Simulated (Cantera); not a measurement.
Input (Python, Cantera):

```python
import numpy as np
import cantera as ct

gas = ct.Solution("gri30.yaml")
gas.TPX = 1950, 4700, {'C2H6': 1, 'N2': 8.9}
reactor = ct.IdealGasConstPressureReactor(gas, energy="off", clone=False)
net = ct.ReactorNet([reactor])
net.rtol, net.atol = 1e-08, 1e-18
show = ['C2H6', 'H', 'CH4', 'CH3', 'CH2', 'C2H2', 'HCN']
times = np.geomspace(6e-06, 90, 13)

steps = ct.SolutionArray(gas, extra=["t"])
rows = []
print(f"{'t/s':>10s}{'T/K':>9s}{'P/Pa':>11s}" + "".join(f"{s:>11s}" for s in show))
for t in times:
    while net.time < t:
        t_next = net.step()
        steps.append(gas.state, t=t_next)
    rows.append([np.interp(t, steps.t, y) for y in (steps.T, steps.P, *steps(*show).X.T)])
    print(f"{t:10.3e}{rows[-1][0]:9.1f}{rows[-1][1]:11.4g}" + "".join(f"{x:11.3e}" for x in rows[-1][2:]))
rate = np.gradient(steps.T, steps.t)
print("integrator steps:", len(steps.t))
if steps.T.max() > steps.T[0] + 200:
    print(f"time of steepest temperature rise: {steps.t[rate.argmax()]:.4e} s")
gas.TPX = 1950, 4700, {'C2H6': 1, 'N2': 8.9}
gas.equilibrate("TP")
print(f"equilibrium (TP): T = {gas.T:.1f} K  " + "  ".join(f"{s} {gas[s].X[0]:.3e}" for s in show))
```

It prints:

```
       t/s      T/K       P/Pa       C2H6          H        CH4        CH3        CH2       C2H2        HCN
 6.000e-06   1950.0       4700  8.844e-02  1.894e-04  4.137e-04  2.059e-02  2.288e-05  1.746e-07  7.900e-10
 2.378e-05   1950.0       4700  5.009e-02  1.961e-03  4.718e-03  5.181e-02  2.370e-04  2.835e-04  1.306e-06
 9.423e-05   1950.0       4700  1.683e-03  4.608e-03  2.236e-02  3.254e-02  2.847e-04  2.686e-02  1.985e-05
 3.734e-04   1950.0       4700  3.790e-05  2.043e-03  2.157e-02  6.344e-03  5.813e-05  6.597e-02  3.602e-05
 1.480e-03   1950.0       4700  7.260e-06  1.124e-03  1.651e-02  2.450e-03  1.676e-05  7.525e-02  4.152e-05
 5.864e-03   1950.0       4700  2.068e-06  9.417e-04  1.055e-02  1.259e-03  7.955e-06  7.882e-02  4.659e-05
 2.324e-02   1950.0       4700  3.679e-07  1.205e-03  3.801e-03  5.547e-04  4.697e-06  8.207e-02  5.868e-05
 9.209e-02   1950.0       4700  1.455e-08  1.805e-03  5.682e-04  1.221e-04  1.624e-06  8.360e-02  9.251e-05
 3.649e-01   1950.0       4700  2.890e-10  2.157e-03  6.993e-05  1.793e-05  2.898e-07  8.381e-02  1.407e-04
 1.446e+00   1950.0       4700  2.024e-11  2.175e-03  1.486e-05  3.840e-06  6.277e-08  8.382e-02  1.754e-04
 5.731e+00   1950.0       4700  1.576e-11  2.175e-03  1.199e-05  3.100e-06  5.070e-08  8.380e-02  2.318e-04
 2.271e+01   1950.0       4700  1.651e-11  2.175e-03  1.252e-05  3.237e-06  5.295e-08  8.369e-02  4.395e-04
 9.000e+01   1950.0       4700  1.839e-11  2.175e-03  1.377e-05  3.560e-06  5.824e-08  8.333e-02  1.166e-03
integrator steps: 1538
equilibrium (TP): T = 1950.0 K  C2H6 1.138e-11  H 2.175e-03  CH4 1.205e-05  CH3 3.117e-06  CH2 5.101e-08  C2H2 3.310e-02  HCN 1.016e-01
```

Cantera simulation using GRI-Mech 3.0 (53 species, 325 reactions); the numbers are that mechanism's predictions, not measurements. GRI-Mech 3.0 stops at C3 and has no aromatics, soot or wall deposition, so with more carbon than oxygen in the feed, carbon stays in small species such as C2H2 where larger ones or solid carbon would form. Radical loss at walls, strong at low pressure, is not modelled.
